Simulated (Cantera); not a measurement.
A perfectly stirred reactor is fed with NH3 : H2 = 1 : 0.48 (molar parts), at 75.0 Torr; it is held at 2323 K, and followed from long to short residence time.

Cantera simulation using the gas-phase N/H chemistry of the illustrative SiF4/NH3 mechanism in the Surface Chemkin manual (1991); the numbers are that mechanism's predictions, not measurements. Walls and surfaces, which speed up NH3 decomposition in real reactors, are not modelled.

One state of this run: x NH3 = 0.0769; x H2 = 0.742; x NH2 = 0.000851; x N2 = 0.178; x N2H2 = 1.44e-6; x N = 8.85e-6. x: mole fraction; the columns are a selection and need not sum to one.

Problem. Which value of τ (s) does it belong to?
A) 0.00067
B) 0.097
C) 0.028
D) 0.34

Solution. B, 0.097
